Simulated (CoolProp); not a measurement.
Model: reference Helmholtz-energy equation of state, Tillner-Roth 1997, in CoolProp.

Q: For CH2F2 (R32), give the phase and the cp (kJ/(kg K)), conductivity (mW/(m K)) at 435 K and 2.63 bar; 435 K and 28.9 bar.

A: 
- 435 K and 2.63 bar: gas; cp 1.05, conductivity 26.9
- 435 K and 28.9 bar: gas; cp 1.19, conductivity 30.5

Thermal conductivity comes from a separate model (Huber 2003), an estimate that may be off by 10 % or more.
